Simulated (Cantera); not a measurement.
An isothermal, constant-pressure homogeneous reactor starts with H₂ : O₂ : N₂ = 0.77 : 1 : 1.7 (molar parts), equivalence ratio 0.39, at 1223 K and 0.197 atm.

Detailed kinetics in Cantera: the H2/O2 subset of GRI-Mech 3.0, which has no nitrogen chemistry. The temperature is held fixed by assumption; the heat of reaction is taken as removed at once.

x: mole fraction; the columns are a selection and need not sum to one.

| t (s) | x H₂ | x O₂ | x H | x H₂O | x OH | x O | x H₂O₂ |
|---|---|---|---|---|---|---|---|
| 6.00e-5 | 0.222 | 0.288 | 1.75e-5 | 2.29e-5 | 2.85e-6 | 4.91e-6 | 2.28e-9 |
| 0.000281 | 0.0114 | 0.196 | 0.0236 | 0.215 | 0.00619 | 0.0142 | 4.17e-6 |
| 0.00131 | (withheld) | 0.199 | (withheld) | 0.249 | (withheld) | (withheld) | (withheld) |
| 0.00614 | 1.43e-5 | 0.199 | 8.31e-7 | 0.249 | 0.000193 | 1.66e-5 | 2.58e-7 |
| 0.0287 | (withheld) | 0.199 | (withheld) | 0.250 | (withheld) | (withheld) | (withheld) |
| 0.134 | 1.94e-7 | 0.199 | 2.19e-9 | 0.250 | 2.70e-5 | 3.26e-7 | 1.00e-8 |
| 0.627 | 4.36e-8 | 0.199 | 2.44e-10 | 0.250 | 1.28e-5 | 7.36e-8 | 2.52e-9 |
| 2.93 | 2.57e-8 | 0.199 | 1.09e-10 | 0.250 | 9.55e-6 | 4.09e-8 | 1.47e-9 |
| 13.7 | 2.56e-8 | 0.199 | 1.08e-10 | 0.250 | 9.52e-6 | 4.06e-8 | 1.46e-9 |
| 64.2 | 2.56e-8 | 0.199 | 1.08e-10 | 0.250 | 9.52e-6 | 4.06e-8 | 1.46e-9 |
| 300 | 2.56e-8 | 0.199 | 1.08e-10 | 0.250 | 9.52e-6 | 4.06e-8 | 1.46e-9 |

Problem. Fill in the missing entries.

Solution. 
- 0.00131, x H₂: 0.000367
- 0.00131, x H: 8.09e-5
- 0.00131, x OH: 0.000865
- 0.00131, x O: 0.000347
- 0.00131, x H₂O₂: 1.61e-6
- 0.0287, x H₂: 1.26e-6
- 0.0287, x H: 3.12e-8
- 0.0287, x OH: 6.56e-5
- 0.0287, x O: 1.91e-6
- 0.0287, x H₂O₂: 4.79e-8
